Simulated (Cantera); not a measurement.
Cantera run:

```python
import numpy as np
import cantera as ct

gas_names = [...]  # 92 gases of nasa_gas.yaml made of C, H, N
cond_names = """
    C(gr) C6H6(L) C7H8(L) C8H18(L),n-octa
""".split()


# ... load() reads the species with a 1 bar reference pressure and builds the phases ...
atoms = {
    'C2H4': {'C': 2, 'H': 4},
    'NH3': {'N': 1, 'H': 3},
    'N2': {'N': 2},
}
top_T = {'C(gr)': 4500}  # K; cautious upper limits of use, not melting points


# ... equilibrate(T, P, feed) seeds the gas with the atoms and calls Mixture.equilibrate('TP', solver="vcs", rtol=1e-11, max_steps=5000) ...
results = []
feed = {'C2H4': 1, 'NH3': 2.9, 'N2': 0.75}  # mol
T = 650  # K
P = 101325  # Pa
mix = equilibrate(T, P, feed)
results.append((T, P, feed, dict(zip(mix.species_names, mix.species_moles))))
x = sorted(zip(gas.X, gas.species_names), reverse=True)
print(f"T = {T:g} K  P = {P:g} Pa  gas = {mix.phase_moles(0):.4g} mol")
print("   x: " + "  ".join(f"{s} {v:.3e}" for v, s in x if v > 1e-05))
print("   condensed (mol): " + ("  ".join(f"{mix.phase(i).name} {mix.phase_moles(i):.4g}"
      for i in range(1, mix.n_phases) if mix.phase_moles(i) > 1e-12) or "none"))
```

Output:

```
T = 650 K  P = 101325 Pa  gas = 6.535 mol
   x: H2 3.561e-01  N2 3.355e-01  CH4 3.061e-01  NH3 2.335e-03
   condensed (mol): none
```

Method: chemical equilibrium by Gibbs-energy minimisation in Cantera with the NASA 1993 tables (ideal gas, pure condensed phases).
